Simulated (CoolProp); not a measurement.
Values from CoolProp's reference Helmholtz-energy equation of state, Span 1996.

Question: Give the vapour pressure (MPa), liquid cp (kJ/(kg K)), vapour Z, surface tension (mN/m) of saturated carbon dioxide at -22.35 °C.

Answer: 
| T (°C) | p (MPa) | liquid cp (kJ/(kg K)) | vapour Z | surface tension (mN/m) |
|---|---|---|---|---|
| -22.35 | 1.83 | 2.14 | 0.807 | 8.86 |

Surface tension comes from a separate correlation (Mulero 2012).
